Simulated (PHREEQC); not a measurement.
Model water analysis in mg/L, 25 °C, pH 4.16, pe 8.4:

```
constituent   mg/L
-----------  -----
Na             254
K              130
Ca             196
Mg            53.3
Cl             134
S(6) as SO4   1210
B            0.925
Zn            47.9
Ni           0.167
Mn(2)          9.6
Li           0.267
Al           0.147
```

Valence states are taken as typed.

Model: ion-association model, wateq4f.dat, run in PHREEQC.

Each row changes one thing in this solution. This is a speciation only: nothing precipitates in the calculation.

| case | ionic strength (mol/kgw) | SO4-2 (mol/kgw) | Ca+2 (mol/kgw) | K+ (mol/kgw) | CaSO4 (mol/kgw) | Mg+2 (mol/kgw) | SI of Gypsum (CaSO4:2H2O) | SI of Gibbsite (Al(OH)3) |
|---|---|---|---|---|---|---|---|---|
| as made | 0.0389 | 0.00951 | 0.00333 | 0.00323 | 0.00156 | 0.00141 | -0.52 | -2.28 |
| all concentrations times 3 at the same typed pH | 0.106 | 0.0253 | 0.00872 | [?] | 0.00603 | [?] | +0.07 | [?] |
| temperature from 25 to 50 °C at the same typed pH | 0.0370 | 0.00900 | 0.00320 | 0.00319 | 0.00170 | [?] | -0.54 | [?] |

Problem. Fill in the missing entries.

Solution. 
- all concentrations times 3 at the same typed pH, K+ (mol/kgw): 0.00944
- all concentrations times 3 at the same typed pH, Mg+2 (mol/kgw): 0.00358
- all concentrations times 3 at the same typed pH, SI of Gibbsite (Al(OH)3): -2.16
- temperature from 25 to 50 °C at the same typed pH, Mg+2 (mol/kgw): 0.00114
- temperature from 25 to 50 °C at the same typed pH, SI of Gibbsite (Al(OH)3): -1.10

Some of these states are supersaturated (in Gypsum, for instance). Away from 25 °C the constants follow the database's enthalpies or fits; those with neither stay at their 25 °C values.
